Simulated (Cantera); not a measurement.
Input: 1 mol FeS2, 0.8 mol SO2, 0.14 mol H2O, at 1400 K and 345 Torr.

Method: chemical equilibrium by Gibbs-energy minimisation in Cantera with the NASA 1993 tables (ideal gas, pure condensed phases). Candidate condensed phases: Fe, FeO, Fe(OH)2, Fe(OH)3, FeS, FeSO4, FeS2, Fe2O3, Fe2(SO4)3, Fe3O4, H2O, H2SO4, S; 22 gas species. FeS: taken at fixed stoichiometry. Equilibrium is a limit: real reactors are often held back by kinetics, nucleation or transport.

Base state: SO2 0.555, S2 0.331, H2O 0.0862, S2O 0.0137, H2S 0.00789, H2 0.00331, SO 0.00294, SH 0.000350 (mole fractions); condensed: FeS(s).

Problem. What changes in the equilibrium state with this change: H2O from 0.14 to 0.25 mol?

Solution. 
```json
[
 {"species": "SO2", "before": "0.555", "after": "0.520"},
 {"species": "S2", "before": "0.331", "after": "0.303"},
 {"species": "H2O", "before": "0.0862", "after": "0.143"},
 {"species": "H2S", "before": "0.00789", "after": "0.0127"},
 {"species": "S2O", "before": "0.0137", "after": "0.0124"},
 {"species": "H2", "before": "0.00331", "after": "0.00558"},
 {"species": "SH", "before": "0.000350", "after": "0.000435"},
 {"species": "SO", "before": "0.00294", "after": "0.00279"},
 {"species": "FeS(s), mol", "before": "1.00", "after": "1.00"}
]
```
